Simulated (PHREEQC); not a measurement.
HCl is added in steps, without added water, to 1 kg of water holding 0.025 mol/kgw NiSO4, 6.9e-05 mol/kgw H2SO4 and 0.00072 mol/kgw NaCl, at 25 °C. Oxygen is held at 0.21 atm. The system is closed to CO2. No solid was allowed to form.

Base run: PHREEQC, ion-association model, wateq4f.dat. Each further column changes one thing. The table gives pH.

```
HCl added (mol)  base  H2SO4 from 6.9e-05 to 0.00069 mol/kgw  diluted 10-fold with water  H2SO4 replaced by Cs2SO4 at the same molality  solids may form
---------------  ----  -------------------------------------  --------------------------  ---------------------------------------------  ---------------
0                4.16                                   3.17                        4.95                                           6.12             4.16
0.0007875        3.34                                   2.97                        3.19                                           3.41             3.34
0.001575         3.07                                   2.83                        2.89                                           3.10             3.07
0.002363         2.90                                   2.72                        2.71                                           2.92             2.90
0.00315          2.78                                      …                        2.59                                           2.80             2.78
0.003938         2.68                                   2.57                        2.49                                           2.70             2.68
0.004725         2.60                                   2.50                        2.41                                           2.62             2.60
0.005513         2.54                                      …                           …                                           2.55             2.54
0.0063           2.48                                   2.40                        2.29                                           2.49             2.48
```

Task: Fill in the missing entries.

Result: 
- 0.00315, H2SO4 from 6.9e-05 to 0.00069 mol/kgw: 2.64
- 0.005513, H2SO4 from 6.9e-05 to 0.00069 mol/kgw: 2.45
- 0.005513, diluted 10-fold with water: 2.35

 Solids allowed in the column 'solids may form': Ni(OH)2, Ni4(OH)6SO4, Halite, Mirabilite, Morenosite.
